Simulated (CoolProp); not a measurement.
A single-stage vapour-compression cycle with C2F6 (R116): evaporating at 221.15 K (dew point), condensing at 272.15 K (bubble point), superheat 8 K, subcooling 8 K, compressor efficiency 0.8, no pressure losses. Each further row changes one setting.

The numbers come from the reference Helmholtz-energy equation of state, Lemmon 2006 in CoolProp. It is a short technical equation, of lower accuracy than the large ones.

| case | cooling COP | pressure ratio | discharge temperature (K) | refrigerating effect (kJ/kg) | volumetric capacity (kJ/m³) |
|---|---|---|---|---|---|
| as stated | 2.42 | 5.25 | 283.9 | 62.3 | 1700 |
| evaporating temperature 226.15 K | 2.86 | … | … | 64.8 | 2140 |
| condensing temperature 267.15 K | … | 4.59 | 278.6 | 68.3 | … |
| subcooling 13 K | 2.66 | 5.25 | 283.9 | … | 1870 |
| superheat 18 K | … | 5.25 | 293.1 | … | 1790 |
| compressor efficiency 0.7 | 2.12 | 5.25 | 287.6 | 62.3 | 1700 |

### Question
Fill in the missing entries.

### Answer

- evaporating temperature 226.15 K, pressure ratio: 4.31
- evaporating temperature 226.15 K, discharge temperature (K): 283.3
- condensing temperature 267.15 K, cooling COP: 2.88
- condensing temperature 267.15 K, volumetric capacity (kJ/m³): 1860
- subcooling 13 K, refrigerating effect (kJ/kg): 68.4
- superheat 18 K, cooling COP: 2.51
- superheat 18 K, refrigerating effect (kJ/kg): 69.4
